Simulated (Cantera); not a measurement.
Mixture: 5.37 % CH₄, 0.967 % C₂H₆, 0.537 % C₃H₈, 16.8 % O₂, 63.4 % N₂, 12.9 % H₂O, at 13500 Torr, adiabatic and at constant pressure. Ignition delay is the time to a rise of 400 K.

Detailed kinetics in Cantera: GRI-Mech 3.0 (53 species, 325 reactions). The pressure lies above the range GRI-Mech 3.0 was tuned for (to about 10 atm).

Problem. At T0 = 1525 K, what is the delay, and which 7 reactions control it most (d ln τ / d ln k, from doubling and halving each rate constant)?

Solution. The delay is 17.8 µs.
```json
[
 {"reaction": "CH3 + HO2 <=> CH3O + OH", "d ln τ / d ln k": "-0.49", "faster rate": "shortens it"},
 {"reaction": "H + O2 <=> O + OH", "d ln τ / d ln k": "-0.45", "faster rate": "shortens it"},
 {"reaction": "CH4 + OH <=> CH3 + H2O", "d ln τ / d ln k": "0.19", "faster rate": "lengthens it"},
 {"reaction": "2 CH3 (+M) <=> C2H6 (+M)", "d ln τ / d ln k": "0.18", "faster rate": "lengthens it"},
 {"reaction": "CH4 + H <=> CH3 + H2", "d ln τ / d ln k": "0.18", "faster rate": "lengthens it"},
 {"reaction": "C2H6 + OH <=> C2H5 + H2O", "d ln τ / d ln k": "-0.17", "faster rate": "shortens it"},
 {"reaction": "C2H5 + CH3 (+M) <=> C3H8 (+M)", "d ln τ / d ln k": "-0.17", "faster rate": "shortens it"}
]
```
